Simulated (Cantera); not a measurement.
An adiabatic, constant-pressure homogeneous reactor starts with CH₄ : CO : O₂ : N₂ : H₂O = 1 : 0.5 : 4.5 : 40.9 : 3.4 (molar parts), equivalence ratio 0.50, at 1048 K and 1400000 Pa.

Cantera simulation using GRI-Mech 3.0 (53 species, 325 reactions); the numbers are that mechanism's predictions, not measurements. The pressure lies above the range GRI-Mech 3.0 was tuned for (to about 10 atm).

**Question.** Predict: time of steepest temperature rise; temperature at 0.400 s; equilibrium temperature; x(CO) at 0.400 s; x(O₂) at 0.400 s; x(H₂) at 0.400 s; x(H) at 0.400 s.

**Answer.** 
| Quantity | Result |
|---|---|
| time of steepest temperature rise | 75.5 ms |
| temperature at 0.400 s | 1570 K |
| equilibrium temperature | 1568 K |
| x(CO) at 0.400 s | 5.07e-7 (gas-phase equilibrium 4.96e-7) |
| x(O₂) at 0.400 s | 0.0449 (gas-phase equilibrium 0.0445) |
| x(H₂) at 0.400 s | 6.34e-7 (gas-phase equilibrium 6.22e-7) |
| x(H) at 0.400 s | 8.44e-9 (gas-phase equilibrium 8.18e-9) |
